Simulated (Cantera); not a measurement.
Reactions in the system H-N-O-Sr

Cantera with NASA thermochemical tables; ideal gases at 1 bar, condensed phases pure. Values are per mole of reaction as written; species without (g) are pure solids or liquids, kept so even where they would boil at 1 bar.

NO2(g) + 2 Sr(OH)2 ⇌ N(g) + 4 OH(g) + 2 SrO

| T (K) | ΔH° (kJ) | ΔS° (J/K) | ΔG° (kJ) | log10 K | condensed phases |
|---|---|---|---|---|---|
| 550 | 1352.7 | 574.5 | 1036.7 | -98.45 | Sr(OH)2(s), SrO(s) |
| 750 | 1343.4 | 560.6 | 923.0 | -64.28 | Sr(OH)2(s), SrO(s) |
| 950 | 1279.5 | 481.2 | 822.4 | -45.22 | Sr(OH)2(l), SrO(s) |
| 1150 | 1257.3 | 460.0 | 728.3 | -33.08 | Sr(OH)2(l), SrO(s) |
| 1350 | 1236.1 | 443.0 | 638.1 | -24.69 | Sr(OH)2(l), SrO(s) |
| 1550 | 1216.0 | 429.1 | 550.9 | -18.57 | Sr(OH)2(l), SrO(s) |
| 1750 | 1196.9 | 417.5 | 466.3 | -13.92 | Sr(OH)2(l), SrO(s) |
| 1950 | 1178.7 | 407.6 | 383.8 | -10.28 | Sr(OH)2(l), SrO(s) |

Sr(OH)2 ⇌ OH(g) + H(g) + SrO

| T (K) | ΔH° (kJ) | ΔS° (J/K) | ΔG° (kJ) | log10 K | condensed phases |
|---|---|---|---|---|---|
| 550 | 636.1 | 262.4 | 491.8 | -46.70 | Sr(OH)2(s), SrO(s) |
| 750 | 632.4 | 256.8 | 439.8 | -30.63 | Sr(OH)2(s), SrO(s) |
| 950 | 601.6 | 218.5 | 394.0 | -21.66 | Sr(OH)2(l), SrO(s) |
| 1150 | 591.7 | 209.1 | 351.3 | -15.96 | Sr(OH)2(l), SrO(s) |
| 1350 | 582.3 | 201.5 | 310.3 | -12.00 | Sr(OH)2(l), SrO(s) |
| 1550 | 573.4 | 195.3 | 270.6 | -9.12 | Sr(OH)2(l), SrO(s) |
| 1750 | 564.8 | 190.2 | 232.1 | -6.93 | Sr(OH)2(l), SrO(s) |
| 1950 | 556.8 | 185.8 | 194.5 | -5.21 | Sr(OH)2(l), SrO(s) |
